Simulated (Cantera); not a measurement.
Input: 1 mol C2H2, 18 mol H2, 0.14 mol H2O, equilibrated at 923 K and 101000 Pa.

Cantera equilibrium calculation (NASA polynomials, part measured and part estimated; ideal gas, pure solids and liquids). Candidate condensed phases: C, C6H6, C7H8, C8H18, H2O; 110 gas species. The numbers say what is thermodynamically allowed, not how fast it happens.

Base state: H2 0.878, CH4 0.114, H2O 0.00554, CO 0.00252, CO2 3.25e-5 (mole fractions); condensed: gas only.

What changes in the equilibrium state with this change: pressure from 101000 Pa to 9500 Pa?


```csv
species,before,after
H2,0.878,0.972
CH4,0.114,0.0209
CO,0.00252,0.00647
H2O,0.00554,0.000923
CO2,3.25e-5,1.26e-5
"C(graphite), mol",0,1.48
```

What changes in the equilibrium state with this change: temperature from 923 K to 1423 K?


```tsv
species	before	after
H2	0.878	0.989
CO	0.00252	0.00727
CH4	0.114	0.00377
H2O	0.00554	2.25e-5
CO2	3.25e-5	7.29e-8
C(graphite), mol	0	1.79
```
